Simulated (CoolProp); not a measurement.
Dimethyl carbonate at 356.61 K and 0.596 MPa is throttled through a valve to 0.211 MPa with no heat exchange. Each further row changes one setting.

Computed with CoolProp (reference Helmholtz-energy equation of state, Zhou 2011).

| case | temperature change (K) | final phase | final density (kg/m³) |
|---|---|---|---|
| as stated | +0.1 | liquid | 984 |
| outlet pressure 0.0633 MPa | -7.4 | two-phase, vapour fraction 0.038 | 50.2 |
| outlet pressure 0.274 MPa | +0.1 | liquid | 984 |
